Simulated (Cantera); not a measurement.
A closed system holds: 1 mol Si, 1.2 mol Cl₂, 4.1 mol H₂, at 0.990 bar.

Method: chemical equilibrium by Gibbs-energy minimisation in Cantera with the NASA 1993 tables (ideal gas, pure condensed phases). Candidate condensed phases: Si; 19 gas species. The tables' values for SiCl₃ are old estimates; treat these amounts as uncertain. Equilibrium is a limit: real reactors are often held back by kinetics, nucleation or transport. All values below are at 1275 K.

Base state: H₂ 0.809, SiCl₄ 0.0678, HCl 0.0610, SiHCl₃ 0.0363, SiCl₂ 0.0119, SiCl₃ 0.0112, SiH₂Cl₂ 0.00269, SiH₃Cl 5.57e-5 (mole fractions); condensed: Si(s).

Question: What changes in the equilibrium state with this change: Cl₂ from 1.2 to 2.4 mol?

Answer: 
| species | before | after |
|---|---|---|
| H₂ | 0.809 | 0.640 |
| HCl | 0.0610 | 0.179 |
| SiCl₄ | 0.0678 | 0.149 |
| SiCl₂ | 0.0119 | 0.00241 |
| SiHCl₃ | 0.0363 | 0.0215 |
| SiCl₃ | 0.0112 | 0.00743 |
| SiH₃Cl | 5.57e-5 | 2.40e-6 |
| SiH₂Cl₂ | 0.00269 | 0.000429 |
| Si(s), mol | 0.381 | 0 |

Question: What changes in the equilibrium state with this change: Si replaced by SiCl₄?

Answer: 
| species | before | after |
|---|---|---|
| H₂ | 0.809 | 0.451 |
| HCl | 0.0610 | 0.391 |
| SiCl₄ | 0.0678 | 0.148 |
| SiCl₂ | 0.0119 | 0.000355 |
| SiHCl₃ | 0.0363 | 0.00690 |
| SiCl₃ | 0.0112 | 0.00284 |
| SiH₃Cl | 5.57e-5 | 8.03e-8 |
| SiH₂Cl₂ | 0.00269 | 4.45e-5 |
| Si(s), mol | 0.381 | 0 |
